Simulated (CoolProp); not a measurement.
A simple Rankine cycle with chloromethane (R40): condensing at 288.15 K, boiler at 3.34 MPa, turbine inlet 389.8 K, turbine efficiency 0.8, pump efficiency 0.7, no recuperator. Each further row changes one setting.

Model: reference Helmholtz-energy equation of state, Thol 2014, in CoolProp.

```
case                             thermal efficiency (%)  net work (kJ/kg)  heat in (kJ/kg)  turbine exit temperature (K)  volume ratio over the turbine
-------------------------------  ----------------------  ----------------  ---------------  ----------------------------  -----------------------------
as stated                                          15.3              65.0              424                         288.1                           6.76
turbine inlet 409.8 K                              15.8              71.6              453                         288.1                           6.35
condensing temperature 280.15 K                    16.7              72.7              436                         280.2                           8.56
boiler pressure 2.34 MPa                              …              60.7              448                             …                           4.51
turbine efficiency 0.7                             13.3              56.3              424                         288.1                              …
```

Task: What belongs in the gaps?

Result: 
- boiler pressure 2.34 MPa, thermal efficiency (%): 13.6
- boiler pressure 2.34 MPa, turbine exit temperature (K): 289.1
- turbine efficiency 0.7, volume ratio over the turbine: 6.92

The expansion ends wet for: as stated; turbine inlet 409.8 K; condensing temperature 280.15 K; turbine efficiency 0.7.
